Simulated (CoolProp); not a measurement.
A single-stage vapour-compression cycle with trans-2-butene: evaporating at 289.15 K (dew point), condensing at 354.15 K (bubble point), superheat 10 K, subcooling 2 K, compressor efficiency 0.9, no pressure losses. Each further row changes one setting.

Values from CoolProp's reference Helmholtz-energy equation of state, Lemmon 2005. It is a short technical equation, of lower accuracy than the large ones.

```json
[
 {"case": "as stated", "cooling COP": "2.96", "pressure ratio": "5.82", "discharge temperature (K)": "364.0", "refrigerating effect (kJ/kg)": "252", "volumetric capacity (kJ/m³)": "1050"},
 {"case": "evaporating temperature 294.15 K", "cooling COP": "3.35", "pressure ratio": "…", "discharge temperature (K)": "…", "refrigerating effect (kJ/kg)": "258", "volumetric capacity (kJ/m³)": "1260"},
 {"case": "condensing temperature 349.15 K", "cooling COP": "3.33", "pressure ratio": "5.21", "discharge temperature (K)": "…", "refrigerating effect (kJ/kg)": "265", "volumetric capacity (kJ/m³)": "1100"},
 {"case": "subcooling 7 K", "cooling COP": "…", "pressure ratio": "5.82", "discharge temperature (K)": "364.0", "refrigerating effect (kJ/kg)": "265", "volumetric capacity (kJ/m³)": "1100"},
 {"case": "superheat 20 K", "cooling COP": "3.02", "pressure ratio": "5.82", "discharge temperature (K)": "…", "refrigerating effect (kJ/kg)": "…", "volumetric capacity (kJ/m³)": "…"},
 {"case": "compressor efficiency 0.8", "cooling COP": "…", "pressure ratio": "5.82", "discharge temperature (K)": "369.0", "refrigerating effect (kJ/kg)": "252", "volumetric capacity (kJ/m³)": "1050"}
]
```

Question: What belongs in the gaps?

Answer: 
- evaporating temperature 294.15 K, pressure ratio: 4.93
- evaporating temperature 294.15 K, discharge temperature (K): 363.5
- condensing temperature 349.15 K, discharge temperature (K): 359.4
- subcooling 7 K, cooling COP: 3.12
- superheat 20 K, discharge temperature (K): 373.6
- superheat 20 K, refrigerating effect (kJ/kg): 268
- superheat 20 K, volumetric capacity (kJ/m³): 1070
- compressor efficiency 0.8, cooling COP: 2.63
